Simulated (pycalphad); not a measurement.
Source of the numbers: pycalphad with the COST 507 light-alloy database (1999); pressure 1 atm. The database dates from 1999; later assessments differ in places, in temperatures and in the compounds included. Amounts are mole fractions of atoms.

Alloy Ti-3.7Si (at.%). At 1850 K the liquid holds 5.14 and the bcc solid 0.671 at.% Si; the final invariant liquid holds 13.1 at.%.

**Question.** Use the Scheil equation x_L = x₀ f_L^(k−1) with a constant partition coefficient to estimate the liquid left at the invariant point, and compare with a stepwise Scheil-Gulliver run on the full database.

**Answer.** k = 0.13, so f_L = (13.1/3.7)^(1/(k − 1)) ≈ 0.23. The stepwise run (steps of 4 K), in which k changes along the path, leaves 0.22 at 1613 K.
